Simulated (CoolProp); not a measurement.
Vapour-liquid equilibrium of acetone (1) + cyclohexane (2) at 435.8 K; x and y are mole fractions of (1).

Values from CoolProp's multi-fluid Helmholtz-energy mixture model, Lemmon 2006 and Zhou 2014; pair parameters Bell 2016.

### Question
Give the bubble pressure and the first vapour's composition at x = 0.25, 0.45, 0.75. Is there an azeotrope?

### Answer
x = 0.25: 1.180 MPa, y = 0.463; x = 0.45: 1.346 MPa, y = 0.594; x = 0.75: 1.471 MPa, y = 0.773. y crosses x between x = 0.85 and 0.95: the model has an azeotrope there.

Pair parameters are fitted to limited data, so mixtures are less certain than the pure fluids.
